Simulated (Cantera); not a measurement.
Adiabatic ignition

An adiabatic, constant-pressure homogeneous reactor starts with CH₄ : H₂ : O₂ : N₂ = 1 : 1.1 : 3.98 : 15 (molar parts), equivalence ratio 0.64, at 1450 K and 1.00 bar.

Computed with Cantera and GRI-Mech 3.0 (53 species, 325 reactions).

```json
[
 {"t (s)": "6.00e-6", "T (K)": "1450", "x CH₄": "0.0474", "x H₂": "0.0522", "x O₂": "0.189", "x HO₂": "3.30e-7", "x HCN": "<1e-12", "x N₂O": "<1e-12", "x O": "4.24e-8"},
 {"t (s)": "1.66e-5", "T (K)": "1450", "x CH₄": "0.0474", "x H₂": "0.0522", "x O₂": "0.189", "x HO₂": "9.56e-7", "x HCN": "<1e-12", "x N₂O": "2.98e-12", "x O": "1.75e-7"},
 {"t (s)": "4.58e-5", "T (K)": "1450", "x CH₄": "0.0473", "x H₂": "0.0521", "x O₂": "0.189", "x HO₂": "5.02e-6", "x HCN": "<1e-12", "x N₂O": "5.37e-11", "x O": "4.10e-6"},
 {"t (s)": "0.000126", "T (K)": "2105", "x CH₄": "4.36e-11", "x H₂": "0.0121", "x O₂": "0.0780", "x HO₂": "1.25e-5", "x HCN": "6.54e-8", "x N₂O": "1.90e-7", "x O": "0.0192"},
 {"t (s)": "0.000349", "T (K)": "2506", "x CH₄": "<1e-12", "x H₂": "0.00595", "x O₂": "0.0692", "x HO₂": "7.15e-6", "x HCN": "5.75e-12", "x N₂O": "4.62e-7", "x O": "0.00762"},
 {"t (s)": "0.000964", "T (K)": "2570", "x CH₄": "<1e-12", "x H₂": "0.00434", "x O₂": "0.0682", "x HO₂": "8.52e-6", "x HCN": "9.68e-12", "x N₂O": "6.18e-7", "x O": "0.00534"},
 {"t (s)": "0.00266", "T (K)": "2567", "x CH₄": "<1e-12", "x H₂": "0.00431", "x O₂": "0.0670", "x HO₂": "8.36e-6", "x HCN": "1.41e-11", "x N₂O": "6.24e-7", "x O": "0.00521"},
 {"t (s)": "0.00735", "T (K)": "2561", "x CH₄": "<1e-12", "x H₂": "0.00427", "x O₂": "0.0648", "x HO₂": "8.05e-6", "x HCN": "2.16e-11", "x N₂O": "6.51e-7", "x O": "0.00497"},
 {"t (s)": "0.0203", "T (K)": "2556", "x CH₄": "<1e-12", "x H₂": "0.00423", "x O₂": "0.0629", "x HO₂": "7.77e-6", "x HCN": "2.72e-11", "x N₂O": "6.90e-7", "x O": "0.00478"},
 {"t (s)": "0.0560", "T (K)": "2555", "x CH₄": "<1e-12", "x H₂": "0.00423", "x O₂": "0.0626", "x HO₂": "7.74e-6", "x HCN": "2.80e-11", "x N₂O": "6.97e-7", "x O": "0.00475"},
 {"t (s)": "0.155", "T (K)": "2555", "x CH₄": "<1e-12", "x H₂": "0.00423", "x O₂": "0.0626", "x HO₂": "7.74e-6", "x HCN": "2.80e-11", "x N₂O": "6.97e-7", "x O": "0.00475"},
 {"t (s)": "0.427", "T (K)": "2555", "x CH₄": "<1e-12", "x H₂": "0.00423", "x O₂": "0.0626", "x HO₂": "7.74e-6", "x HCN": "2.80e-11", "x N₂O": "6.97e-7", "x O": "0.00475"},
 {"t (s)": "1.18", "T (K)": "2555", "x CH₄": "<1e-12", "x H₂": "0.00423", "x O₂": "0.0626", "x HO₂": "7.74e-6", "x HCN": "2.80e-11", "x N₂O": "6.97e-7", "x O": "0.00475"},
 {"t (s)": "3.26", "T (K)": "2555", "x CH₄": "<1e-12", "x H₂": "0.00423", "x O₂": "0.0626", "x HO₂": "7.74e-6", "x HCN": "2.80e-11", "x N₂O": "6.97e-7", "x O": "0.00475"},
 {"t (s)": "9.00", "T (K)": "2555", "x CH₄": "<1e-12", "x H₂": "0.00423", "x O₂": "0.0626", "x HO₂": "7.74e-6", "x HCN": "2.80e-11", "x N₂O": "6.97e-7", "x O": "0.00475"}
]
```
x: mole fraction; the columns are a selection and need not sum to one.

| Quantity | Result |
|---|---|
| time of steepest temperature rise | 0.119 ms |
| temperature at 9.00 s | 2555 K |
| equilibrium temperature | 2555 K |
| x(CH₄) at 9.00 s | <1e-12 (gas-phase equilibrium <1e-12) |
| x(H₂) at 9.00 s | 0.00423 (gas-phase equilibrium 0.00423) |
| x(O₂) at 9.00 s | 0.0626 (gas-phase equilibrium 0.0626) |
